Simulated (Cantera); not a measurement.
Charge: 1 mol Cu2O, 0.42 mol C, 1.1 mol CO, 0.92 mol CH4, equilibrated at 4.50 mbar.

Method: chemical equilibrium by Gibbs-energy minimisation in Cantera with the NASA 1993 tables (ideal gas, pure condensed phases). Candidate condensed phases: C, C6H6, C7H8, C8H18, Cu, CuO, Cu(OH)2, Cu2O, H2O; 113 gas species. Equilibrium is a limit: real reactors are often held back by kinetics, nucleation or transport.

Which condensed phases are stable at each of these points (T (°C)): 952, 977, 1002, 1027, 1052, 1077, 1102, 1127?


```json
[
 {"T (°C)": "952", "condensed phases": "C(graphite) + Cu(s)", "Cu condensed (%)": "100.0"},
 {"T (°C)": "977", "condensed phases": "C(graphite) + Cu(s)", "Cu condensed (%)": "100.0"},
 {"T (°C)": "1002", "condensed phases": "C(graphite) + Cu(s)", "Cu condensed (%)": "100.0"},
 {"T (°C)": "1027", "condensed phases": "C(graphite) + Cu(s)", "Cu condensed (%)": "100.0"},
 {"T (°C)": "1052", "condensed phases": "C(graphite) + Cu(s)", "Cu condensed (%)": "100.0"},
 {"T (°C)": "1077", "condensed phases": "C(graphite) + Cu(s)", "Cu condensed (%)": "100.0"},
 {"T (°C)": "1102", "condensed phases": "C(graphite) + Cu(l)", "Cu condensed (%)": "100.0"},
 {"T (°C)": "1127", "condensed phases": "C(graphite) + Cu(l)", "Cu condensed (%)": "99.9"}
]
```

From 952 °C to 1077 °C the condensed part is C(graphite) + Cu(s). From 1102 °C to 1127 °C the condensed part is C(graphite) + Cu(l).
